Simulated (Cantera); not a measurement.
Input (Python, Cantera):

```python
import numpy as np
import cantera as ct

gas = ct.Solution("gri30.yaml")
gas.TPX = 1400, 1333, {'H2': 0.1, 'O2': 1, 'N2': 0.85}
inlet = ct.Reservoir(gas, clone=True)

reactor = ct.IdealGasConstPressureReactor(gas, energy="off", clone=False)
exhaust = ct.Reservoir(gas, clone=True)
tau = [5.2, 2.3, 1, 0.45, 0.2, 0.089, 0.039, 0.017, 0.0077][0]
for a, b in ((inlet, reactor), (reactor, exhaust)):
    ct.MassFlowController(a, b, mdot=lambda t: reactor.mass / tau)
net = ct.ReactorNet([reactor])
show = ['H2', 'O2', 'NO', 'O', 'HO2', 'NO2', 'OH']

rows = []
print(f"{'tau/s':>10s}{'T/K':>9s}" + "".join(f"{s:>11s}" for s in show))
for tau in [5.2, 2.3, 1, 0.45, 0.2, 0.089, 0.039, 0.017, 0.0077]:
    net.initial_time = 0.0
    net.advance(30 * tau)
    before = gas.X
    net.advance(40 * tau)
    drift = np.max(np.abs(gas.X - before) / (gas.X + 1e-9))
    rows.append([gas.T, *gas[show].X, drift])
    print(f"{tau:10.3e}{gas.T:9.1f}" + "".join(f"{x:11.3e}" for x in gas[show].X))
```

It prints:

```
     tau/s      T/K         H2         O2         NO          O        HO2        NO2         OH
 5.200e+00   1400.0  1.068e-04  4.980e-01  6.099e-07  1.915e-03  4.507e-07  5.518e-11  1.471e-03
 2.300e+00   1400.0  1.784e-04  4.969e-01  5.942e-07  3.234e-03  6.122e-07  4.086e-11  1.905e-03
 1.000e+00   1400.0  2.956e-04  4.950e-01  6.606e-07  5.416e-03  7.980e-07  3.391e-11  2.455e-03
 4.500e-01   1400.0  4.659e-04  4.923e-01  7.834e-07  8.613e-03  9.789e-07  3.053e-11  3.076e-03
 2.000e-01   1400.0  7.062e-04  4.886e-01  9.014e-07  1.312e-02  1.144e-06  2.718e-11  3.762e-03
 8.900e-02   1400.0  1.005e-03  4.842e-01  9.010e-07  1.850e-02  1.269e-06  2.197e-11  4.426e-03
 3.900e-02   1400.0  1.354e-03  4.799e-01  7.202e-07  2.370e-02  1.352e-06  1.495e-11  4.993e-03
 1.700e-02   1400.0  1.788e-03  4.770e-01  4.535e-07  2.732e-02  1.402e-06  8.412e-12  5.443e-03
 7.700e-03   1400.0  2.446e-03  4.758e-01  2.455e-07  2.874e-02  1.436e-06  4.182e-12  5.847e-03
```

Cantera simulation using GRI-Mech 3.0 (53 species, 325 reactions); the numbers are that mechanism's predictions, not measurements. Radical loss at walls, strong at low pressure, is not modelled. The temperature is held fixed by assumption; the heat of reaction is taken as removed at once.
